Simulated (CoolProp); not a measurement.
Vapour-liquid equilibrium of R13 (1) + n-butane (2) at 244.8 K; x and y are mole fractions of (1).

The numbers come from the multi-fluid Helmholtz-energy mixture model, Platzer 1990 and Bücker 2006; pair parameters Bell 2016 in CoolProp. This equation is an older, rougher fit; its heat capacities, sound speeds and derivatives of the liquid may be far off and weren't checked against measurements.

Problem. Give the bubble pressure and the first vapour's composition at x = 0.2, 0.425, 0.8. Is there an azeotrope?

Solution. x = 0.2: 3.050 bar, y = 0.906; x = 0.425: 4.891 bar, y = 0.948; x = 0.8: 7.216 bar, y = 0.979. No azeotrope shows between x = 0.05 and 0.95.

Pair parameters are fitted to limited data, so mixtures are less certain than the pure fluids. The gap from Raoult's law changes sign with composition, which may be real or a fault of the pair parameters; it wasn't checked against measurements. With so large a gap from Raoult's law the liquid may split in two, which this calculation doesn't test in full.
